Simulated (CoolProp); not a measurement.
Vapour-liquid equilibrium of R134a (1) + R1234ze(E) (2) at 0.125 MPa; x and y are mole fractions of (1).

The numbers come from the multi-fluid Helmholtz-energy mixture model, Tillner-Roth 1994 and Thol 2016; pair parameters Bell 2022 in CoolProp.

```json
[
 {"x": "0.05", "bubble temperature, mixture model (K)": "258.3", "bubble temperature, Raoult's law (K)": "258.7", "y, mixture model": "0.079", "y, Raoult's law": "0.067"},
 {"x": "0.15", "bubble temperature, mixture model (K)": "257.0", "bubble temperature, Raoult's law (K)": "257.8", "y, mixture model": "…", "y, Raoult's law": "0.194"},
 {"x": "0.25", "bubble temperature, mixture model (K)": "255.9", "bubble temperature, Raoult's law (K)": "257.0", "y, mixture model": "0.329", "y, Raoult's law": "0.313"},
 {"x": "0.35", "bubble temperature, mixture model (K)": "255.0", "bubble temperature, Raoult's law (K)": "256.2", "y, mixture model": "0.432", "y, Raoult's law": "0.424"},
 {"x": "0.45", "bubble temperature, mixture model (K)": "254.3", "bubble temperature, Raoult's law (K)": "255.5", "y, mixture model": "0.526", "y, Raoult's law": "0.528"},
 {"x": "0.55", "bubble temperature, mixture model (K)": "253.7", "bubble temperature, Raoult's law (K)": "254.8", "y, mixture model": "…", "y, Raoult's law": "0.626"},
 {"x": "0.65", "bubble temperature, mixture model (K)": "253.1", "bubble temperature, Raoult's law (K)": "254.1", "y, mixture model": "0.700", "y, Raoult's law": "0.718"},
 {"x": "0.75", "bubble temperature, mixture model (K)": "252.7", "bubble temperature, Raoult's law (K)": "253.4", "y, mixture model": "…", "y, Raoult's law": "0.804"},
 {"x": "0.85", "bubble temperature, mixture model (K)": "…", "bubble temperature, Raoult's law (K)": "252.7", "y, mixture model": "0.870", "y, Raoult's law": "0.886"},
 {"x": "0.95", "bubble temperature, mixture model (K)": "251.9", "bubble temperature, Raoult's law (K)": "252.1", "y, mixture model": "0.956", "y, Raoult's law": "0.963"}
]
```

### Question
What belongs in the gaps?

### Answer

- 0.15, y, mixture model: 0.214
- 0.55, y, mixture model: 0.614
- 0.75, y, mixture model: 0.785
- 0.85, bubble temperature, mixture model (K): 252.3

The largest gap from Raoult's law is -1.2 K in bubble temperature, at x = 0.35. No azeotrope shows between x = 0.05 and 0.95.

Pair parameters are fitted to limited data, so mixtures are less certain than the pure fluids.
